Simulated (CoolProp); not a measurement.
Vapour-liquid equilibrium of R143a (1) + propane (2) at 1040 kPa; x and y are mole fractions of (1).

Model: multi-fluid Helmholtz-energy mixture model, Lemmon and Jacobsen 2000 and Lemmon 2009; pair parameters Bell 2016, in CoolProp.

| x | bubble temperature, mixture model (K) | bubble temperature, Raoult's law (K) | y, mixture model | y, Raoult's law |
|---|---|---|---|---|
| 0.05 | 297.2 | 301.0 | 0.128 | 0.065 |
| 0.125 | 292.6 | 300.1 | 0.260 | 0.159 |
| 0.2 | 289.7 | 299.1 | 0.348 | 0.249 |
| 0.275 | 287.8 | 298.3 | 0.412 | 0.335 |
| 0.35 | 286.6 | 297.4 | 0.462 | 0.416 |
| 0.425 | 285.8 | 296.6 | 0.505 | 0.495 |
| 0.5 | 285.3 | 295.8 | (withheld) | 0.570 |
| 0.575 | 285.1 | 295.0 | 0.588 | 0.642 |
| 0.65 | 285.1 | 294.2 | 0.632 | 0.711 |
| 0.725 | 285.4 | 293.5 | 0.684 | 0.777 |
| 0.8 | (withheld) | 292.7 | 0.745 | 0.841 |
| 0.875 | 287.3 | 292.0 | 0.821 | 0.902 |
| 0.95 | (withheld) | 291.4 | 0.919 | 0.962 |

Problem. What belongs in the gaps?

Solution. 
- 0.5, y, mixture model: 0.546
- 0.8, bubble temperature, mixture model (K): 286.1
- 0.95, bubble temperature, mixture model (K): 289.2

The largest gap from Raoult's law is -10.8 K in bubble temperature, at x = 0.425. y crosses x between x = 0.575 and 0.65: the model has an azeotrope there.

Pair parameters are fitted to limited data, so mixtures are less certain than the pure fluids.
